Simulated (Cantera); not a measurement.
**Thermodynamics of hydrogen reduction and annealing atmospheres, feed ZrO₂ + H₂**

Input: 1 mol ZrO₂, 1800 mol H₂, held at 1450 K and 0.0180 bar.

These are equilibrium values from Cantera (NASA tables, ideal gas, pure condensed phases), not measurements of a reactor. Candidate condensed phases: H₂O, Zr, ZrO₂; 12 gas species. Equilibrium is a limit: real reactors are often held back by kinetics, nucleation or transport.

The x(H₂) is 1.000. The x(H) is 7.05e-5 and the n(ZrO₂(monoclinic)) is 1.000 mol. The gas amount comes out as 1800 mol.
